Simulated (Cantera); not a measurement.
Input: 1 mol SiCl₄, 0.82 mol O₂, 9.2 mol H₂, equilibrated at 1798 K and 100 Torr.

Equilibrium computed with Cantera from the NASA thermochemical tables; the gas is ideal and each condensed phase is pure. Candidate condensed phases: H₂O, Si, SiO₂; 30 gas species. The tables' values for SiCl₃ are old estimates; treat these amounts as uncertain. The tables hold silica as quartz up to 1696 K and as liquid above; real silica turns to tridymite and cristobalite and melts near 1996 K. Equilibrium is a limit: real reactors are often held back by kinetics, nucleation or transport.

Base state: H₂ 0.630, HCl 0.340, SiO 0.0241, SiCl₂ 0.00348, H 0.000766, H₂O 0.000413, Cl 0.000316, SiCl₃ 0.000277 (mole fractions); condensed: SiO₂(condensed).

Q: What changes in the equilibrium state with this change: temperature from 1798 K to 1948 K?

A: 
```tsv
species	before	after
H₂	0.630	0.615
HCl	0.340	0.343
SiO	0.0241	0.0346
H₂O	0.000413	0.00417
SiCl₄	3.57e-5	6.41e-7
SiHCl₃	1.65e-5	4.04e-7
SiO₂(condensed), mol	0.679	0.595
```
